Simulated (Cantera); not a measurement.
**Equilibrium for abatement and gas-phase synthesis: S + H2O + N2**

Feed: 1 mol S, 2.9 mol H2O, 2.3 mol N2, at 10.0 mbar.

Equilibrium computed with Cantera from the NASA thermochemical tables; the gas is ideal and each condensed phase is pure. Candidate condensed phases: H2O, H2SO4, S; 35 gas species. Equilibrium is a limit: real reactors are often held back by kinetics, nucleation or transport.

From 1573 K to 2223 K nothing is condensed.

```
T (K)   x N2  x H2O   x H2   x SO2     x SO     x S2       x H
-----  -----  -----  -----  ------  -------  -------  --------
1573   0.391  0.360  0.125  0.0638  0.00499   0.0458  0.000144
1623   0.390  0.348  0.136  0.0679  0.00673   0.0429  0.000255
1673   0.388  0.336  0.146  0.0718  0.00888   0.0398  0.000436
1723   0.387  0.325  0.157  0.0753   0.0115   0.0365  0.000721
1773   0.385  0.314  0.166  0.0784   0.0145   0.0331   0.00116
1823   0.383  0.303  0.175  0.0810   0.0179   0.0296   0.00181
1873   0.382  0.293  0.183  0.0832   0.0218   0.0261   0.00276
1923   0.380  0.283  0.190  0.0848   0.0260   0.0226   0.00411
1973   0.378  0.274  0.196  0.0859   0.0304   0.0191   0.00597
2023   0.376  0.265  0.201  0.0865   0.0349   0.0158   0.00851
2073   0.374  0.257  0.205  0.0866   0.0393   0.0127    0.0119
2123   0.372  0.250  0.207  0.0862   0.0436  0.00997    0.0163
2173   0.370  0.244  0.207  0.0854   0.0474  0.00759    0.0220
2223   0.367  0.238  0.206  0.0843   0.0508  0.00563    0.0291
```
x: gas mole fraction; nothing condenses.
